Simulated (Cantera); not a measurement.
A freely propagating, adiabatic, planar premixed flame of 4.05 % CH4, 0.357 % C2H6, 4.36 % C3H8, 24.0 % O2, 67.3 % N2, equivalence ratio 1.3, unburnt at 350 K and 10.0 bar; mixture-averaged transport, grid criteria slope 0.08 and curve 0.16, no radiation.

Computed with Cantera and GRI-Mech 3.0 (53 species, 325 reactions). GRI-Mech 3.0 was tuned for natural gas; its chemistry of propane as a main component is partial and can be far from experiment. Burning velocities carry a grid error of a few per cent, more on coarse grids.

x: mole fraction of selected species; z is measured from the peak of heat release.

```json
[
 {"z (mm)": "-0.142", "T (K)": "350", "u (m/s)": "0.394", "x CH4": "0.0404", "x C2H6": "0.00357", "x C3H8": "0.0436", "x H2O": "2.70e-5", "x C2H2": "3.59e-8", "x OH": "<1e-8"},
 {"z (mm)": "-0.0945", "T (K)": "352", "u (m/s)": "0.397", "x CH4": "0.0402", "x C2H6": "0.00356", "x C3H8": "0.0434", "x H2O": "0.000371", "x C2H2": "7.93e-7", "x OH": "<1e-8"},
 {"z (mm)": "-0.0709", "T (K)": "365", "u (m/s)": "0.413", "x CH4": "0.0398", "x C2H6": "0.00354", "x C3H8": "0.0432", "x H2O": "0.00214", "x C2H2": "7.05e-6", "x OH": "<1e-8"},
 {"z (mm)": "-0.0472", "T (K)": "475", "u (m/s)": "0.546", "x CH4": "0.0374", "x C2H6": "0.00346", "x C3H8": "0.0421", "x H2O": "0.0160", "x C2H2": "0.000101", "x OH": "7.51e-8"},
 {"z (mm)": "-0.0236", "T (K)": "1055", "u (m/s)": "1.27", "x CH4": "0.0276", "x C2H6": "[?]", "x C3H8": "0.0284", "x H2O": "0.0773", "x C2H2": "0.00105", "x OH": "1.00e-5"},
 {"z (mm)": "-0.0118", "T (K)": "1550", "u (m/s)": "1.93", "x CH4": "0.0189", "x C2H6": "[?]", "x C3H8": "0.00898", "x H2O": "0.125", "x C2H2": "0.00236", "x OH": "0.000139"},
 {"z (mm)": "0", "T (K)": "1995", "u (m/s)": "2.53", "x CH4": "0.00770", "x C2H6": "[?]", "x C3H8": "0.000151", "x H2O": "0.168", "x C2H2": "0.00372", "x OH": "0.00114"},
 {"z (mm)": "0.0118", "T (K)": "2220", "u (m/s)": "2.83", "x CH4": "0.00159", "x C2H6": "[?]", "x C3H8": "5.60e-8", "x H2O": "0.188", "x C2H2": "0.00176", "x OH": "0.00284"},
 {"z (mm)": "0.0236", "T (K)": "2301", "u (m/s)": "2.92", "x CH4": "0.000278", "x C2H6": "[?]", "x C3H8": "<1e-8", "x H2O": "0.193", "x C2H2": "0.000425", "x OH": "0.00373"},
 {"z (mm)": "0.0472", "T (K)": "2350", "u (m/s)": "2.97", "x CH4": "1.32e-5", "x C2H6": "<1e-8", "x C3H8": "<1e-8", "x H2O": "0.194", "x C2H2": "2.53e-5", "x OH": "0.00360"},
 {"z (mm)": "0.0945", "T (K)": "2384", "u (m/s)": "3.00", "x CH4": "2.07e-7", "x C2H6": "<1e-8", "x C3H8": "<1e-8", "x H2O": "0.194", "x C2H2": "4.82e-7", "x OH": "0.00261"},
 {"z (mm)": "0.189", "T (K)": "2406", "u (m/s)": "3.03", "x CH4": "<1e-8", "x C2H6": "<1e-8", "x C3H8": "<1e-8", "x H2O": "0.196", "x C2H2": "<1e-8", "x OH": "0.00168"},
 {"z (mm)": "0.378", "T (K)": "2417", "u (m/s)": "3.04", "x CH4": "<1e-8", "x C2H6": "<1e-8", "x C3H8": "<1e-8", "x H2O": "0.197", "x C2H2": "<1e-8", "x OH": "0.00116"}
]
```

Problem. Fill in the missing entries.

Solution. 
- -0.0236, x C2H6: 0.00313
- -0.0118, x C2H6: 0.00221
- 0, x C2H6: 0.000260
- 0.0118, x C2H6: 5.37e-6
- 0.0236, x C2H6: 1.58e-7
